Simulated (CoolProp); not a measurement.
The fluid at 230.46 K and 6.97 MPa is throttled through a valve to 3.22 MPa with no heat exchange. The same conditions are run with several fluids, on thermodynamics alone (safety and materials aside).

Values from CoolProp's reference Helmholtz-energy equation of state of each fluid (carbonyl sulfide: Lemmon 2006; hydrogen chloride: Thol 2018; R152A: Outcalt 1996; R125: Lemmon 2005; ammonia: Gao 2020).

```csv
fluid,temperature change (K),final density (kg/m³)
carbonyl sulfide,+1.6,1160
hydrogen chloride,+0.8,1080
R152A,+1.3,1050
R125,+1.0,1500
ammonia,+0.7,694
```
